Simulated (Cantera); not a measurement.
Input (Python, Cantera) and output of one run.

```python
import numpy as np
import cantera as ct

gas_names = """
    H HNO HNO2 HNO3 HO2 H2 H2O H2O2 N NH NH2 NH3 NH2OH NO NO2 NO3 N2 N2H2 N2H4 N2O O OH O2 O3 Pb PbO Pb2
""".split()
cond_names = """
    H2O(s) H2O(L) Pb(cr) Pb(L) PbO(rd) PbO(yw) PbO(L) PbO2(s) Pb3O4(s)
""".split()


def load(file, names, dense=False):
    # The tables refer to 1 bar. Condensed volumes are neglected.
    table = {s.name: s for s in ct.Species.list_from_file(file)}
    out = []
    for n in names:
        d = dict(table[n].input_data)
        d["thermo"] = dict(d["thermo"], **{"reference-pressure": 1e5})
        if dense:
            d["equation-of-state"] = {"model": "constant-volume", "density": "1e6 g/cm^3"}
        out.append(ct.Species.from_dict(d))
    return out


gas = ct.Solution(thermo="ideal-gas", species=load("nasa_gas.yaml", gas_names))
cond = {s.name: ct.Solution(thermo="fixed-stoichiometry", species=[s], name=s.name)
        for s in load("nasa_condensed.yaml", cond_names, dense=True)}
atoms = {
    'Pb': {'Pb': 1},
    'H2O': {'H': 2, 'O': 1},
    'N2': {'N': 2},
}
top_T = {'Pb3O4(s)': 820}  # K; cautious upper limits of use, not melting points


def equilibrate(T, P, feed):
    n = {}
    for name, mol in feed.items():
        for a, k in atoms[name].items():
            n[a] = n.get(a, 0.0) + k * mol
    gas.TPX = T, P, n
    mass = sum(n.values()) * gas.mean_molecular_weight
    gas.equilibrate("TP")
    valid = [c for c in cond.values() if c.min_temp <= T <= top_T.get(c.name, c.max_temp)]
    mix = ct.Mixture([(gas, mass / gas.mean_molecular_weight)] + [(c, 0.0) for c in valid])
    mix.T, mix.P = T, P
    mix.equilibrate("TP", solver="vcs", rtol=1e-11, max_steps=5000)
    return mix


results = []
feed = {'Pb': 1, 'H2O': 4.2, 'N2': 89}  # mol
P = 270000  # Pa
for T in [825, 900, 975, 1050, 1125, 1200, 1275, 1350, 1425, 1500, 1575]:
    mix = equilibrate(T, P, feed)
    results.append((T, P, feed, dict(zip(mix.species_names, mix.species_moles))))

top = {s: max(r[3][s] / sum(r[3][g] for g in gas_names) for r in results) for s in gas_names}
cols = sorted((s for s in top if top[s] > 1e-05), key=lambda s: -top[s])[:6]
seen = [c for c in cond_names if any(r[3].get(c, 0) > 1e-12 for r in results)]
print("log10 of partial pressures in bar; condensed amounts in mol")
print(f"{'T/K':>10s}" + "".join(f"{s[:9]:>10s}" for s in cols + seen))
for T, P, feed, n in results:
    ng = sum(n[g] for g in gas_names)
    print(f"{T:10.4g}" + "".join(f"{np.log10(max(n[s] / ng * P / 1e5, 1e-99)):10.3f}" for s in cols)
          + "".join(f"{n.get(c, 0):10.4g}" for c in seen))
```

It prints:

```
log10 of partial pressures in bar; condensed amounts in mol
       T/K        N2       H2O        Pb        H2       PbO     Pb(L)   PbO(yw)
       825     0.411    -0.915    -6.843    -5.062    -9.600    0.9997 0.0002995
       900     0.411    -0.915    -5.864    -4.916    -8.127    0.9995 0.0004189
       975     0.411    -0.915    -5.038    -4.787    -6.887    0.9991 0.0005597
      1050     0.411    -0.915    -4.332    -4.671    -5.830    0.9977  0.000685
      1125     0.411    -0.915    -3.723    -4.567    -4.919    0.9925   0.00052
      1200     0.411    -0.915    -3.192    -4.299    -4.299    0.9761         0
      1275     0.411    -0.916    -2.724    -3.908    -3.908    0.9306         0
      1350     0.411    -0.917    -2.310    -3.561    -3.562    0.8212         0
      1425     0.409    -0.919    -1.941    -3.252    -3.252    0.5834         0
      1500     0.407    -0.923    -1.610    -2.975    -2.975    0.1067         0
      1575     0.407    -0.925    -1.565    -2.850    -2.852         0         0
```

These are equilibrium values from Cantera (NASA tables, ideal gas, pure condensed phases), not measurements of a reactor. Mutual solubility and eutectic melting of coexisting phases are not modelled. Gases not in the tables: (PbO)n polymers.
